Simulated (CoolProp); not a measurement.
Sulfur dioxide along the isotherm -22.65 °C: Z from the reference equation and from simpler models built on Tc = 157.5 °C, pc = 78.87 bar, ω = 0.256; each cubic takes its own stable root.

Computed with CoolProp (reference Helmholtz-energy equation of state, Gao 2016).

```tsv
p (bar)	phase	reference
7.89	liquid	0.01623
15.8	liquid	0.03248
23.7	liquid	0.04868
31.5	liquid	0.06465
39.4	liquid	0.08081
47.3	liquid	0.09694
55.2	liquid	0.1131
63.1	liquid	0.1291
71	liquid	0.1452
78.9	liquid	0.1613
86.8	liquid	0.1773
94.6	liquid	0.1931
103	liquid	0.2101
110	liquid	0.2242
118	liquid	0.2404
```

### Question
How far does each simpler model (Redlich-Kwong, Soave-Redlich-Kwong, Peng-Robinson) lie from the reference over these 15 states: mean and median of the absolute difference, and the worst?

### Answer
- Redlich-Kwong: mean 14.8 %, median 14.8 %, worst +15.0 % at -22.65 °C and 7.89 bar
- Soave-Redlich-Kwong: mean 11.8 %, median 11.8 %, worst +11.8 % at -22.65 °C and 7.89 bar
- Peng-Robinson: mean 0.8 %, median 0.8 %, worst -0.9 % at -22.65 °C and 7.89 bar
